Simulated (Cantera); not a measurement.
An isothermal, constant-pressure homogeneous reactor starts with 37.0 % CH₄, 63.0 % CO₂, at 1823 K and 32000 Pa.

Cantera simulation using GRI-Mech 3.0 (53 species, 325 reactions); the numbers are that mechanism's predictions, not measurements.

One state of this run: x CH₄ = 0.278; x CO₂ = 0.589; x H₂ = 0.0792; x C₂H₆ = 0.00102; x O = 1.65e-9; x C₂H = 2.20e-7. x: mole fraction; the columns are a selection and need not sum to one.

Task: Which value of t (s) does it belong to?
(A) 0.000251
(B) 0.0212
(C) 0.000761
(D) 0.195

Result: C, 0.000761
